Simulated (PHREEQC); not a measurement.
Consider water at 8.6 °C with 0.059 mol CuSO4, 0.00034 mol NiCl2, 4.6e-05 mol NaHCO3 and 4.5e-05 mol NaCl per kg of water. Closed to the air; pH follows from the charge balance.

All values are PHREEQC results (ion-association model, wateq4f.dat), not measurements.

```
quantity                        before     after
----------------------------  --------  --------
pH                                4.91      2.20
ionic strength (mol/kgw)         0.135     0.144
Cu+2 (mol/kgw)                  0.0334    0.0338
CuSO4 (mol/kgw)                 0.0255    0.0252
Ni+2 (mol/kgw)                0.000204  0.000206
Na+ (mol/kgw)                  8.66e-5   8.65e-5
SI of Tenorite (CuO)             -0.35     -5.78
SI of Atacamite (Cu2(OH)3Cl)     -0.47     -8.63
```

Question: Which change was made?
(A) 0.01 mol/kgw Ca(HCO3)2 added
(B) 0.0073 mol/kgw H2SO4 added
(C) NaHCO3 from 4.6e-05 to 0.00023 mol/kgw
(D) NaCl left out

Answer: B, 0.0073 mol/kgw H2SO4 added

This is a speciation only: nothing precipitates in the calculation. Constants without temperature data keep their 25 °C values here.
